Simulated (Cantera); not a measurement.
Feed: 1 mol SiHCl3, 0.12 mol CH4, 7.5 mol H2, held at 1123 K and 0.170 bar.

These are equilibrium values from Cantera (NASA tables, ideal gas, pure condensed phases), not measurements of a reactor. Candidate condensed phases: C, C6H6, C7H8, C8H18, Si, SiC; 109 gas species. Mutual solubility and eutectic melting of coexisting phases are not modelled. The tables' values for SiCl3 are old estimates; treat these amounts as uncertain. Kinetics and transport are ignored.

Base state: H2 0.880, SiCl4 0.0526, HCl 0.0380, SiHCl3 0.0209, SiCl3 0.00383, SiCl2 0.00347, SiH2Cl2 0.00102, SiH3Cl 1.32e-5 (mole fractions); condensed: Si(s) + SiC(s).

What changes in the equilibrium state with this change: temperature from 1123 K to 2323.15 K?


```json
[
 {"species": "H2", "before": "0.880", "after": "0.732"},
 {"species": "HCl", "before": "0.0380", "after": "0.165"},
 {"species": "SiCl2", "before": "0.00347", "after": "0.0636"},
 {"species": "H", "before": "9.69e-8", "after": "0.0226"},
 {"species": "SiCl4", "before": "0.0526", "after": "2.28e-6"},
 {"species": "SiHCl3", "before": "0.0209", "after": "6.85e-6"},
 {"species": "Si", "before": "<1e-9", "after": "0.00671"},
 {"species": "SiCl", "before": "<1e-9", "after": "0.00413"},
 {"species": "Si(s), mol", "before": "0.140", "after": "0"},
 {"species": "SiC(s), mol", "before": "0.120", "after": "0.112"},
 {"species": "Si(l), mol", "before": "0", "after": "0.114"}
]
```
The tables' values for SiCl, SiCl3 are old estimates; treat these amounts as uncertain. Gases not in the tables: Si2H6 and higher silanes.
